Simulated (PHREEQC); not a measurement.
Make-up at 65 °C: 120 mmol/kgw NaCl. Closed to the air; pH follows from the charge balance.

Model: ion-association model, wateq4f.dat, run in PHREEQC.

```tsv
quantity	before	after
ionic strength (mol/kgw)	0.120	0.282
SI of Halite (NaCl)	-3.76	-3.54
```

Q: What was changed between the two runs?
A) diluted 2-fold with water
B) 0.065 mol/kgw Na2SO4 added
C) NaCl from 0.12 to 0.6 mol/kgw
D) diluted 5-fold with water

A: B, 0.065 mol/kgw Na2SO4 added

This is a speciation only: nothing precipitates in the calculation. Constants without temperature data keep their 25 °C values here.
